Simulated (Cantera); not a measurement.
TiCl₄ + O₂ + H₂ (titanium nitride, carbide and oxide coatings)

A closed system holds: 1 mol TiCl₄, a varied amount of O₂, 1 mol H₂, at 1525 K and 10.0 mbar.

These are equilibrium values from Cantera (NASA tables, ideal gas, pure condensed phases), not measurements of a reactor. Candidate condensed phases: H₂O, Ti, TiCl₂, TiCl₃, TiCl₄, TiO, TiO₂, Ti₂O₃, Ti₃O₅, Ti₄O₇; 23 gas species. The tables' values for TiCl₂ are old estimates; treat these amounts as uncertain. Condensed phases not in the tables: Magnéli phases beyond Ti₄O₇. Equilibrium is a limit: real reactors are often held back by kinetics, nucleation or transport.

At 0.11 mol O₂ the condensed part is Ti₂O₃(s). From 0.19 mol O₂ to 0.33 mol O₂ the condensed part is Ti₃O₅(s). From 0.57 mol O₂ to 8.9 mol O₂ the condensed part is TiO₂(rutile). The main Ti-bearing gas is TiCl₃ at 0.11 mol O₂ and TiCl₄ at 8.9 mol O₂.

```tsv
n(O₂) (mol)	x HCl	x O₂	x Cl	x TiCl₃	x TiCl₄	x H₂	x Cl₂	n Ti₂O₃(s)	n Ti₃O₅(s)	n TiO₂(rutile)
0.11	0.498	<1e-12	0.000240	0.258	0.0861	0.156	1.21e-7	0.0733	0	0
0.19	0.579	<1e-12	0.000329	0.211	0.0970	0.111	2.28e-7	0	0.0760	0
0.33	0.733	<1e-12	0.000840	0.110	0.128	0.0274	1.48e-6	0	0.132	0
0.57	0.747	8.71e-7	0.0794	0.00144	0.159	3.18e-6	0.0133	0	0	0.570
0.98	0.583	0.00205	0.262	2.19e-5	0.00802	1.78e-7	0.145	0	0	0.972
1.7	0.472	0.166	0.239	2.07e-7	6.89e-5	1.40e-7	0.120	0	0	1.000
2.9	0.362	0.348	0.202	5.88e-8	1.65e-5	1.16e-7	0.0855	0	0	1.000
5.1	0.254	0.531	0.159	1.88e-8	4.16e-6	9.26e-8	0.0530	0	0	1.000
8.9	0.168	0.681	0.118	6.07e-9	1.00e-6	7.28e-8	0.0295	0	0	1.000
```
x: gas mole fraction; n: condensed amount in mol.
